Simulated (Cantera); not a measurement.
**V + H2O (tantalum, niobium, vanadium and zirconium in process gases)**

Input: 1 mol V, 0.022 mol H2O, equilibrated at 1200 K and 1.00 bar.

Cantera equilibrium calculation (NASA polynomials, part measured and part estimated; ideal gas, pure solids and liquids). Candidate condensed phases: H2O, V, VO, V2O3, V2O4, V2O5; 12 gas species. Mutual solubility and eutectic melting of coexisting phases are not modelled. VO: taken at fixed stoichiometry. Condensed phases not in the tables: N, O or C dissolved in the metal. Rates play no part.

| Property | Result |
|---|---|
| x(H2) | 1.000 |
| n(V(s)) | 0.978 mol |
| n(VO(s)) | 0.0220 mol |
| gas amount | 0.02200 mol |
| log10 activity of V2O5(l) (absent) | -25.20 |
